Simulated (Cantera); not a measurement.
**Metals in furnace atmospheres: Ni + H₂S + H₂**

A closed system holds: 1 mol Ni, 1.6 mol H₂S, 89 mol H₂, held at 427 °C and 0.100 bar.

Equilibrium computed with Cantera from the NASA thermochemical tables; the gas is ideal and each condensed phase is pure. Candidate condensed phases: Ni, NiS, NiS₂, Ni₃S₂, Ni₃S₄, S; 9 gas species. The numbers say what is thermodynamically allowed, not how fast it happens.

The x(H₂) is 0.990, the x(H₂S) is 0.0103 and the n(Ni₃S₂(s)) is 0.333 mol. The gas amount comes out as 90.60 mol and the log10 activity of NiS(s) (absent) is -0.74. The log10 activity of Ni(s) (absent) is -1.33 and the log10 activity of NiS₂(s) (absent) comes out as -3.75.
